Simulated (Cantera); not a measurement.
A freely propagating, adiabatic, planar premixed flame of CH4 : C2H6 : O2 : N2 = 1 : 0.34 : 2.66 : 10 (molar parts), equivalence ratio 1.2, unburnt at 625 K and 35000 Pa; mixture-averaged transport, grid criteria slope 0.08 and curve 0.16, no radiation.

Model: GRI-Mech 3.0 (53 species, 325 reactions), integrated in Cantera. Burning velocities carry a grid error of a few per cent, more on coarse grids.

x: mole fraction of selected species; z is measured from the peak of heat release.

```
z (mm)  T (K)  u (m/s)    x CH4    x C2H6     x O2      x OH       x O    x HCN
------  -----  -------  -------  --------  -------  --------  --------  -------
-2.36     625     1.64   0.0713    0.0242    0.190     <1e-8     <1e-8    <1e-8
-1.57     627     1.65   0.0710    0.0242    0.189     <1e-8     <1e-8    <1e-8
-1.18     634     1.67   0.0703    0.0240    0.188   2.80e-8     <1e-8  1.06e-8
-0.785    689     1.84   0.0674    0.0234    0.183   1.58e-6   1.65e-7  1.32e-7
-0.393   1076     2.94   0.0500    0.0168    0.148   5.16e-5   1.25e-5  1.95e-6
-0.196   1483     4.14   0.0293   0.00633    0.105  0.000472  0.000143  5.50e-6
0        1851     5.25  0.00858  0.000367   0.0568   0.00254  0.000861  1.18e-5
0.196    2020     5.74  0.00105   2.29e-6   0.0272   0.00616   0.00227  1.33e-5
0.393    2062     5.85        …     <1e-8        …         …         …        …
0.785    2083     5.89  2.68e-7     <1e-8  0.00913   0.00960   0.00367  1.96e-6
1.57     2105     5.93    <1e-8     <1e-8  0.00756   0.00954   0.00343  1.47e-7
3.14     2134     6.00    <1e-8     <1e-8        …   0.00924         …    <1e-8
6.28     2176     6.10    <1e-8     <1e-8  0.00561   0.00865   0.00239    <1e-8
```

Problem. What belongs in the gaps?

Solution. 
- 0.393, x CH4: 7.14e-5
- 0.393, x O2: 0.0151
- 0.393, x OH: 0.00856
- 0.393, x O: 0.00332
- 0.393, x HCN: 8.18e-6
- 3.14, x O2: 0.00671
- 3.14, x O: 0.00300
